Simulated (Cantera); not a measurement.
A closed system holds: 1 mol V2O5, 210 mol H2, 45 mol N2, at 1450 °C and 0.0240 bar.

Equilibrium computed with Cantera from the NASA thermochemical tables; the gas is ideal and each condensed phase is pure. Candidate condensed phases: H2O, V, VN, VO, V2O3, V2O4, V2O5; 28 gas species. Mutual solubility and eutectic melting of coexisting phases are not modelled. VO: taken at fixed stoichiometry. Condensed phases not in the tables: the oxides between V2O3 and V2O5 other than VO2. Rates play no part.

Base state: H2 0.814, N2 0.176, H2O 0.00874, H 0.00106 (mole fractions); condensed: VO(s) + V2O3(s).

Q: What changes in the equilibrium state with this change: H2 from 210 to 2.4 mol?

A: 
```
species        before     after
------------  -------  --------
N2              0.176     0.949
H2O           0.00874    0.0421
H2              0.814   0.00845
VO2           3.73e-6   8.04e-5
OH            6.26e-7   2.96e-5
H             0.00106  0.000108
VO(s), mol      0.460         0
V2O3(s), mol    0.770     0.998
```

Q: What changes in the equilibrium state with this change: temperature from 1450 °C to 1925 °C?

A: 
```tsv
species	before	after
H2	0.814	0.782
N2	0.176	0.173
H	0.00106	0.0318
VO2	3.73e-6	0.00174
V	4.83e-9	7.54e-5
VO	5.34e-7	0.00106
VO(s), mol	0.460	0
V2O3(s), mol	0.770	0
VO(l), mol	0	1.25
```
